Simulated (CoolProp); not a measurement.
Values from CoolProp's reference Helmholtz-energy equation of state, Gedanitz 2015.

Q: Give the vapour pressure (MPa), vapour density (kg/m³), enthalpy of vaporisation (kJ/kg), liquid cp (kJ/(kg K)) of saturated cyclopentane at 336.4, 411.1 K.

A: 
```
T (K)  p (MPa)  vapour density (kg/m³)  enthalpy of vaporisation (kJ/kg)  liquid cp (kJ/(kg K))
-----  -------  ----------------------  --------------------------------  ---------------------
336.4    0.157                    4.14                               379                   2.01
411.1    0.936                    23.1                               308                   2.47
```
